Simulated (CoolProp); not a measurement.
R22 at several states: density (kg/m³) from the reference equation and from simpler models built on Tc = 369.3 K, pc = 49.90 bar, ω = 0.221; each cubic takes its own stable root.

Computed with CoolProp (reference Helmholtz-energy equation of state, Kamei 1995).

```json
[
 {"T (K)": "418.6", "p (bar)": "14.7", "phase": "gas", "reference": "39.19", "van der Waals": "39.17", "Redlich-Kwong": "(withheld)", "Soave-Redlich-Kwong": "39.16", "Peng-Robinson": "(withheld)"},
 {"T (K)": "139.8", "p (bar)": "0.178", "phase": "liquid", "reference": "1659", "van der Waals": "(withheld)", "Redlich-Kwong": "1460", "Soave-Redlich-Kwong": "(withheld)", "Peng-Robinson": "1649"},
 {"T (K)": "269.8", "p (bar)": "0.234", "phase": "gas", "reference": "0.9063", "van der Waals": "0.9046", "Redlich-Kwong": "0.9055", "Soave-Redlich-Kwong": "0.9057", "Peng-Robinson": "0.9060"},
 {"T (K)": "456.4", "p (bar)": "3.26", "phase": "gas", "reference": "7.508", "van der Waals": "7.515", "Redlich-Kwong": "7.518", "Soave-Redlich-Kwong": "7.507", "Peng-Robinson": "7.522"},
 {"T (K)": "428.8", "p (bar)": "102", "phase": "supercritical", "reference": "474.1", "van der Waals": "(withheld)", "Redlich-Kwong": "474.9", "Soave-Redlich-Kwong": "425.7", "Peng-Robinson": "453.2"},
 {"T (K)": "262.6", "p (bar)": "11.2", "phase": "liquid", "reference": "1319", "van der Waals": "794.5", "Redlich-Kwong": "(withheld)", "Soave-Redlich-Kwong": "1193", "Peng-Robinson": "1351"}
]
```

### Question
What belongs in the gaps?

### Answer

- 418.6, Redlich-Kwong: 39.35
- 418.6, Peng-Robinson: 39.56
- 139.8, van der Waals: 979.5
- 139.8, Soave-Redlich-Kwong: 1471
- 428.8, van der Waals: 489.3
- 262.6, Redlich-Kwong: 1153
